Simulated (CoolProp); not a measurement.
Saturation properties of methane (Tc = -82.6 °C, pc = 4.599 MPa, ω = 0.011).

Computed with CoolProp (reference Helmholtz-energy equation of state, Setzmann 1991).

```json
[
 {"T (°C)": "-172.75", "p (MPa)": "0.03583", "liquid density (kg/m³)": "438.3", "liquid cp (kJ/(kg K))": "3.411", "vapour viscosity (µPa s)": "3.78"},
 {"T (°C)": "-167.05", "p (MPa)": "0.06244", "liquid density (kg/m³)": "430.4", "liquid cp (kJ/(kg K))": "3.444", "vapour viscosity (µPa s)": "4.02"},
 {"T (°C)": "-161.35", "p (MPa)": "0.1024", "liquid density (kg/m³)": "422.2", "liquid cp (kJ/(kg K))": "3.482", "vapour viscosity (µPa s)": "4.25"},
 {"T (°C)": "-155.65", "p (MPa)": "0.1597", "liquid density (kg/m³)": "413.7", "liquid cp (kJ/(kg K))": "3.527", "vapour viscosity (µPa s)": "4.48"},
 {"T (°C)": "-149.85", "p (MPa)": "0.2402", "liquid density (kg/m³)": "404.8", "liquid cp (kJ/(kg K))": "3.581", "vapour viscosity (µPa s)": "4.72"},
 {"T (°C)": "-144.15", "p (MPa)": "0.3458", "liquid density (kg/m³)": "395.7", "liquid cp (kJ/(kg K))": "3.645", "vapour viscosity (µPa s)": "4.95"},
 {"T (°C)": "-138.45", "p (MPa)": "0.4822", "liquid density (kg/m³)": "386.2", "liquid cp (kJ/(kg K))": "3.724", "vapour viscosity (µPa s)": "5.18"},
 {"T (°C)": "-132.75", "p (MPa)": "0.6546", "liquid density (kg/m³)": "376.1", "liquid cp (kJ/(kg K))": "3.820", "vapour viscosity (µPa s)": "5.43"}
]
```

It boils at -161.5 °C under 1 atm.

Viscosity comes from a separate model (Quiñones-Cisneros 2006).
